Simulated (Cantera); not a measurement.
# SiH4 + H2O + N2 (silicon oxide and oxynitride deposition)

Feed: 1 mol SiH4, 0.17 mol H2O, 2 mol N2, held at 1573 K.

These are equilibrium values from Cantera (NASA tables, ideal gas, pure condensed phases), not measurements of a reactor. Candidate condensed phases: H2O, Si, SiO2, Si2N2O, Si3N4; 35 gas species. Mutual solubility and eutectic melting of coexisting phases are not modelled. Equilibrium is a limit: real reactors are often held back by kinetics, nucleation or transport.

```tsv
P (Pa)	log p H2	log p N2	log p SiO	log p H	n Si(s)	n Si2N2O(s)	n Si3N4(s)
5	-4.61	-4.64	-5.71	-6.69	0.825	0	0
15	-4.13	-4.16	-5.23	-6.45	0.828	0	0
45	-3.59	-3.73	-5.33	-6.18	0.238	0.131	0.154
140	-3.07	-3.26	-5.48	-5.93	0	0.162	0.223
410	-2.60	-2.80	-5.64	-5.69	0	0.168	0.221
1200	-2.14	-2.33	-5.80	-5.46	0	0.170	0.220
3700	-1.65	-1.84	-5.96	-5.21	0	0.170	0.220
11000	-1.17	-1.37	-6.12	-4.98	0	0.170	0.220
33000	-0.70	-0.89	-6.28	-4.74	0	0.170	0.220
100000	-0.22	-0.41	-6.44	-4.50	0	0.170	0.220
```
log p: log10 of the partial pressure in bar; n: condensed amount in mol.

From 5.00 Pa to 15.0 Pa the condensed part is Si(s). At 45.0 Pa the condensed part is Si(s) + Si2N2O(s) + Si3N4(s). From 140 Pa to 100000 Pa the condensed part is Si2N2O(s) + Si3N4(s). The main Si-bearing gas is SiO throughout.
